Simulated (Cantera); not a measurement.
An adiabatic, constant-pressure homogeneous reactor starts with H₂ : O₂ : N₂ : H₂O = 1 : 0.25 : 2.15 : 0.011 (molar parts), equivalence ratio 2.0, at 1273 K and 100000 Pa.

Detailed kinetics in Cantera: GRI-Mech 3.0 (53 species, 325 reactions).

Question: Predict: time of steepest temperature rise; temperature at 3.00 s; equilibrium temperature; x(H₂) at 3.00 s; x(O₂) at 3.00 s; x(N₂O) at 3.00 s; x(NO) at 3.00 s; x(H₂O₂) at 3.00 s.

Answer: 
```json
{
 "time_of_steepest_temperature_rise": "55.8 µs",
 "temperature at 3.00 s": "2298 K",
 "equilibrium_temperature": "2298 K",
 "x(H₂) at 3.00 s": "0.156 (gas-phase equilibrium 0.156)",
 "x(O₂) at 3.00 s": "4.48e-6 (gas-phase equilibrium 4.48e-6)",
 "x(N₂O) at 3.00 s": "3.46e-9 (gas-phase equilibrium 3.46e-9)",
 "x(NO) at 3.00 s": "6.71e-5 (gas-phase equilibrium 6.71e-5)",
 "x(H₂O₂) at 3.00 s": "1.49e-9 (gas-phase equilibrium 1.49e-9)"
}
```
